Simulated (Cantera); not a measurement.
Input: 1 mol S, 0.3 mol O2, 0.7 mol N2, at 3075 K.

Method: chemical equilibrium by Gibbs-energy minimisation in Cantera with the NASA 1993 tables (ideal gas, pure condensed phases). Candidate condensed phases: S; 17 gas species. The ideal-gas law is rough above about 30 bar. The numbers say what is thermodynamically allowed, not how fast it happens.

**Question.** At 300 bar, list the 4 most abundant gas species with their mole fractions, and the condensed phases.

**Answer.** N2 0.508, S2 0.213, SO2 0.165, SO 0.0822. Condensed: gas only.
